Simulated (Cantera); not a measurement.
Charge: 1 mol BN, 2 mol O₂, 22 mol H₂, at 1.30 mbar.

Method: chemical equilibrium by Gibbs-energy minimisation in Cantera with the NASA 1993 tables (ideal gas, pure condensed phases). Candidate condensed phases: B, BN, B₂O₃, B₃O₃H₃, H₂O; 39 gas species. Gases not in the tables: H₃BO₃. Rates play no part.

Q: At 1175 K, list the 5 most abundant gas species with their mole fractions, and the condensed phases.

A: H₂ 0.864, H₂O 0.108, N₂ 0.0222, HBO₂ 0.00527, (HBO₂)₃ 1.65e-5. Condensed: B₂O₃(l).
